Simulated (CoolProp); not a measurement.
Vapour-liquid equilibrium of C2F6 (R116) (1) + propane (2) at 254.5 K; x and y are mole fractions of (1).

Model: multi-fluid Helmholtz-energy mixture model, Lemmon 2006 and Lemmon 2009; pair parameters Bell 2016, in CoolProp.

### Question
Give the bubble pressure and the first vapour's composition at x = 0.05, 0.35, 0.875. Is there an azeotrope?

### Answer
x = 0.05: 0.4637 MPa, y = 0.442; x = 0.35: 0.8793 MPa, y = 0.722; x = 0.875: 1.068 MPa, y = 0.900. No azeotrope shows between x = 0.05 and 0.95.

The pair parameters rest on a limited set of measurements; away from them the model extrapolates. With so large a gap from Raoult's law the liquid may split in two, which this calculation doesn't test in full.
